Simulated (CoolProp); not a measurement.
Saturation properties of sulfur hexafluoride (Tc = 45.6 °C, pc = 37.55 bar, ω = 0.210).

Values from CoolProp's reference Helmholtz-energy equation of state, Guder 2009.

| T (°C) | p (bar) | liquid viscosity (µPa s) | liquid conductivity (mW/(m K)) |
|---|---|---|---|
| -37.35 | ? | ? | 73.2 |
| -34.35 | 4.213 | 326 | 72.3 |
| -31.45 | 4.677 | 312 | 71.5 |
| -28.45 | 5.197 | 297 | 70.6 |
| -25.45 | 5.759 | 283 | 69.8 |
| -22.55 | ? | 270 | 68.9 |
| -19.55 | 6.995 | 257 | ? |
| -16.55 | 7.693 | 245 | 67.0 |
| -13.65 | ? | 233 | 66.1 |
| -10.65 | 9.217 | 222 | 65.2 |
| -7.65 | ? | ? | 64.2 |
| -4.65 | 10.98 | 200 | 63.2 |

Problem. Fill in the missing entries.

Solution. 
- -37.35, p (bar): 3.770
- -37.35, liquid viscosity (µPa s): 342
- -22.55, p (bar): 6.344
- -19.55, liquid conductivity (mW/(m K)): 68.0
- -13.65, p (bar): 8.417
- -7.65, p (bar): 10.07
- -7.65, liquid viscosity (µPa s): 211

Viscosity comes from a separate model (Quiñones-Cisneros 2012). Thermal conductivity comes from a separate model (Assael 2012).
